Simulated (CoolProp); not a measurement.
Vapour-liquid equilibrium of C3F8 (R218) (1) + c-C4F8 (RC318) (2) at 250 kPa; x and y are mole fractions of (1).

The numbers come from the multi-fluid Helmholtz-energy mixture model, Lemmon 2006 and Platzer 1990; pair parameters Bell 2016 in CoolProp. This equation is an older, rougher fit; its heat capacities, sound speeds and derivatives of the liquid may be far off and weren't checked against measurements.

```json
[
 {"x": "0.05", "bubble temperature, mixture model (K)": "290.6", "bubble temperature, Raoult's law (K)": "288.7", "y, mixture model": "0.074", "y, Raoult's law": "0.133"},
 {"x": "0.15", "bubble temperature, mixture model (K)": "288.4", "bubble temperature, Raoult's law (K)": "283.8", "y, mixture model": "0.237", "y, Raoult's law": "0.346"},
 {"x": "0.25", "bubble temperature, mixture model (K)": "285.3", "bubble temperature, Raoult's law (K)": "279.5", "y, mixture model": "0.405", "y, Raoult's law": "0.507"},
 {"x": "0.35", "bubble temperature, mixture model (K)": "281.6", "bubble temperature, Raoult's law (K)": "275.7", "y, mixture model": "0.560", "y, Raoult's law": "0.630"},
 {"x": "0.45", "bubble temperature, mixture model (K)": "277.6", "bubble temperature, Raoult's law (K)": "272.3", "y, mixture model": "0.691", "y, Raoult's law": "0.726"},
 {"x": "0.55", "bubble temperature, mixture model (K)": "273.4", "bubble temperature, Raoult's law (K)": "269.2", "y, mixture model": "0.794", "y, Raoult's law": "0.801"},
 {"x": "0.65", "bubble temperature, mixture model (K)": "269.5", "bubble temperature, Raoult's law (K)": "266.5", "y, mixture model": "0.870", "y, Raoult's law": "0.862"},
 {"x": "0.75", "bubble temperature, mixture model (K)": "265.9", "bubble temperature, Raoult's law (K)": "263.9", "y, mixture model": "0.924", "y, Raoult's law": "0.912"},
 {"x": "0.85", "bubble temperature, mixture model (K)": "262.6", "bubble temperature, Raoult's law (K)": "261.6", "y, mixture model": "0.963", "y, Raoult's law": "0.952"},
 {"x": "0.95", "bubble temperature, mixture model (K)": "259.8", "bubble temperature, Raoult's law (K)": "259.5", "y, mixture model": "0.990", "y, Raoult's law": "0.985"}
]
```

The largest gap from Raoult's law is +5.9 K in bubble temperature, at x = 0.35. No azeotrope shows between x = 0.05 and 0.95.

Pair parameters are fitted to limited data, so mixtures are less certain than the pure fluids.
